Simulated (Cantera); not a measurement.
Input: 1 mol C₂F₆, 0.0076 mol CH₄, 1 mol H₂, 0.59 mol HCl, at 2823 K and 0.0100 bar.

These are equilibrium values from Cantera (NASA tables, ideal gas, pure condensed phases), not measurements of a reactor. Candidate condensed phases: C, C₆H₆, C₇H₈, C₈H₁₈; 118 gas species. The feed counts by its element totals alone. The numbers say what is thermodynamically allowed, not how fast it happens.

Base state: F 0.435, HF 0.402, Cl 0.0908, CF 0.0340, CF₂ 0.0288, C₃ 0.00418, H 0.00320, C 0.000846 (mole fractions); condensed: C(graphite).

**Question.** What changes in the equilibrium state with this change: C₂F₆ replaced by CH₃F?

**Answer.** 
```
species              before     after
-----------------  --------  --------
H                   0.00320     0.425
H₂                  1.30e-5     0.230
HF                    0.402     0.205
F                     0.435   0.00167
CF₂                  0.0288   4.25e-7
CF                   0.0340  0.000130
HCl                0.000536    0.0537
Cl                   0.0908    0.0684
CF₃                 4.70e-5     <1e-9
C₂H₂ (acetylene)    4.68e-7   0.00828
C₄H₂                7.02e-9  0.000124
C₂H₂ (vinylidene)     <1e-9   1.69e-5
C(graphite), mol       1.51     0.834
```

**Question.** What changes in the equilibrium state with this change: temperature from 2823 K to 3198.15 K?

**Answer.** 
```tsv
species	before	after
F	0.435	0.440
HF	0.402	0.298
Cl	0.0908	0.0772
C₃	0.00418	0.0571
H	0.00320	0.0459
C	0.000846	0.0188
CF₂	0.0288	0.00297
CF	0.0340	0.0473
CF₃	4.70e-5	7.91e-7
CH	1.87e-7	1.02e-5
C₂H	1.51e-5	0.000439
C₄	8.27e-6	0.000208
C₂H₂ (acetylene)	4.68e-7	1.15e-5
C(graphite), mol	1.51	0
```
